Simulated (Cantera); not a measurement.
A closed system holds: 1 mol CuO, 5.3 mol NF3, 0.8 mol H2, equilibrated at 1650 °C and 1.00 Torr.

Equilibrium computed with Cantera from the NASA thermochemical tables; the gas is ideal and each condensed phase is pure. Candidate condensed phases: Cu, CuF2, CuO, Cu(OH)2, Cu2O, H2O; 45 gas species. Rates play no part.

Base state: F 0.693, N2 0.141, HF 0.0853, CuF 0.0371, O2 0.0254, CuF2 0.0162, O 0.00158, NO 0.000903 (mole fractions); condensed: gas only.

Q: What changes in the equilibrium state with this change: temperature from 1650 °C to 1252 °C?

A: 
```csv
species,before,after
F,0.693,0.682
N2,0.141,0.147
HF,0.0853,0.0886
CuF2,0.0162,0.0549
CuF,0.0371,0.000518
O2,0.0254,0.0276
Cu,2.78e-5,<1e-9
O,0.00158,2.58e-5
F2,4.47e-6,6.69e-5
```

Q: What changes in the equilibrium state with this change: H2 from 0.8 to 6.4 mol?

A: 
```
species    before     after
-------  --------  --------
HF         0.0853     0.673
N2          0.141     0.139
F           0.693     0.107
CuF2       0.0162   0.00332
CuF        0.0371    0.0491
O2         0.0254    0.0251
Cu        2.78e-5  0.000237
NO       0.000903  0.000892
O         0.00158   0.00157
```
